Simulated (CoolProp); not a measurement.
R245fa at several states: Z from the reference equation and from simpler models built on Tc = 427.0 K, pc = 3.651 MPa, ω = 0.378; each cubic takes its own stable root.

Computed with CoolProp (reference Helmholtz-energy equation of state, Akasaka 2015).

```json
[
 {"T (K)": "381.3", "p (MPa)": "0.0254", "phase": "gas", "reference": "0.9965"},
 {"T (K)": "238.1", "p (MPa)": "0.0342", "phase": "liquid", "reference": "0.001554"},
 {"T (K)": "341", "p (MPa)": "0.234", "phase": "gas", "reference": "0.9484"}
]
```

**Question.** How far does each simpler model (van der Waals, Soave-Redlich-Kwong) lie from the reference over these 3 states: mean and median of the absolute difference, and the worst?

**Answer.** 
- van der Waals: mean 21187.8 %, median 1.9 %, worst +63561.5 % at 238.1 K and 0.0342 MPa
- Soave-Redlich-Kwong: mean 3.7 %, median 0.4 %, worst +10.7 % at 238.1 K and 0.0342 MPa

At some of these states van der Waals gives the other phase, because its saturation line lies elsewhere.
